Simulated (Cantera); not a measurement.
Input (Python, Cantera):

```python
import numpy as np
import cantera as ct

gas = ct.Solution("gri30.yaml")
gas.TPX = 1550, 3000000, {'CH4': 1, 'H2O': 4.9, 'H2': 0.07}
reactor = ct.IdealGasConstPressureReactor(gas, energy="off", clone=False)
net = ct.ReactorNet([reactor])
net.rtol, net.atol = 1e-08, 1e-18
show = ['CH4', 'H2O', 'H2', 'CH2CO', 'C2H2', 'C2H']
times = np.geomspace(9e-06, 200, 12)

steps = ct.SolutionArray(gas, extra=["t"])
rows = []
print(f"{'t/s':>10s}{'T/K':>9s}{'P/Pa':>11s}" + "".join(f"{s:>11s}" for s in show))
for t in times:
    while net.time < t:
        t_next = net.step()
        steps.append(gas.state, t=t_next)
    rows.append([np.interp(t, steps.t, y) for y in (steps.T, steps.P, *steps(*show).X.T)])
    print(f"{t:10.3e}{rows[-1][0]:9.1f}{rows[-1][1]:11.4g}" + "".join(f"{x:11.3e}" for x in rows[-1][2:]))
rate = np.gradient(steps.T, steps.t)
print("integrator steps:", len(steps.t))
if steps.T.max() > steps.T[0] + 200:
    print(f"time of steepest temperature rise: {steps.t[rate.argmax()]:.4e} s")
gas.TPX = 1550, 3000000, {'CH4': 1, 'H2O': 4.9, 'H2': 0.07}
gas.equilibrate("TP")
print(f"equilibrium (TP): T = {gas.T:.1f} K  " + "  ".join(f"{s} {gas[s].X[0]:.3e}" for s in show))
```

Output:

```
       t/s      T/K       P/Pa        CH4        H2O         H2      CH2CO       C2H2        C2H
 9.000e-06   1550.0      3e+06  1.675e-01  8.208e-01  1.175e-02  3.990e-15  3.290e-10  8.039e-18
 4.189e-05   1550.0      3e+06  1.673e-01  8.207e-01  1.184e-02  3.236e-12  5.154e-08  1.606e-15
 1.950e-04   1550.0      3e+06  1.665e-01  8.206e-01  1.238e-02  1.150e-09  4.143e-06  1.578e-13
 9.076e-04   1550.0      3e+06  1.625e-01  8.189e-01  1.616e-02  2.818e-07  2.795e-04  1.238e-11
 4.225e-03   1550.0      3e+06  1.464e-01  8.080e-01  3.589e-02  7.471e-06  4.839e-03  2.030e-10
 1.966e-02   1550.0      3e+06  1.071e-01  7.759e-01  8.864e-02  2.153e-05  1.571e-02  6.285e-10
 9.153e-02   1550.0      3e+06  8.951e-02  7.242e-01  1.429e-01  1.438e-05  1.223e-02  4.760e-10
 4.261e-01   1550.0      3e+06  8.222e-02  6.459e-01  2.124e-01  2.731e-06  2.990e-03  9.429e-11
 1.983e+00   1550.0      3e+06  4.802e-02  5.531e-01  3.100e-01  3.978e-07  3.311e-04  8.668e-12
 9.231e+00   1550.0      3e+06  1.083e-02  4.756e-01  3.962e-01  5.935e-08  8.135e-06  1.889e-13
 4.297e+01   1550.0      3e+06  8.681e-05  4.545e-01  4.200e-01  4.832e-10  4.445e-10  1.007e-17
 2.000e+02   1550.0      3e+06  3.095e-05  4.544e-01  4.201e-01  1.817e-10  5.683e-11  1.288e-18
integrator steps: 2312
equilibrium (TP): T = 1550.0 K  CH4 3.199e-05  H2O 4.544e-01  H2 4.201e-01  CH2CO 1.907e-10  C2H2 6.071e-11  C2H 1.376e-18
```

Model: GRI-Mech 3.0 (53 species, 325 reactions), integrated in Cantera. The pressure lies above the range GRI-Mech 3.0 was tuned for (to about 10 atm).
